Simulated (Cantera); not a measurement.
Input: 1 mol c-C₄F₈, a varied amount of HCl, at 1752 °C and 100000 Pa.

These are equilibrium values from Cantera (NASA tables, ideal gas, pure condensed phases), not measurements of a reactor. Candidate condensed phases: C, C₆H₆, C₇H₈, C₈H₁₈; 118 gas species. The feed counts by its element totals alone. Gases not in the tables: C₂F₆ and larger saturated fluorocarbons. Equilibrium is a limit: real reactors are often held back by kinetics, nucleation or transport.

Problem. At 0.96 mol HCl, list the 6 most abundant gas species with their mole fractions, and the condensed phases.

Solution. CF₄ 0.494, HF 0.256, Cl 0.161, Cl₂ 0.0393, HCl 0.0210, CClF₃ 0.0150. Condensed: C(graphite).
